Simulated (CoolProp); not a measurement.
Sulfur dioxide along the isobar 329 kPa: fugacity coefficient from the reference equation and from simpler models built on Tc = 430.6 K, pc = 7887 kPa, ω = 0.256; each cubic takes its own stable root.

Computed with CoolProp (reference Helmholtz-energy equation of state, Gao 2016).

```
T (K)   phase  reference
-----  ------  ---------
205.9  liquid    0.01011
222.7  liquid    0.03413
239.4  liquid    0.09357
256.1  liquid     0.2189
272.8  liquid     0.4509
289.5  liquid     0.8371
306.3     gas     0.9512
323       gas     0.9600
339.7     gas     0.9667
356.4     gas     0.9720
373.2     gas     0.9762
389.9     gas     0.9796
406.6     gas     0.9824
423.3     gas     0.9847
440       gas     0.9866
```

Problem. How far does each simpler model (van der Waals, Redlich-Kwong, Soave-Redlich-Kwong) lie from the reference over these 15 states: mean and median of the absolute difference, and the worst?

Solution. 
- van der Waals: mean 549.3 %, median 1.6 %, worst +4611.2 % at 205.9 K and 329 kPa
- Redlich-Kwong: mean 43.6 %, median 0.9 %, worst +183.3 % at 205.9 K and 329 kPa
- Soave-Redlich-Kwong: mean 0.5 %, median 0.4 %, worst -1.1 % at 222.7 K and 329 kPa

At some of these states van der Waals, Redlich-Kwong gives the other phase, because its saturation line lies elsewhere.
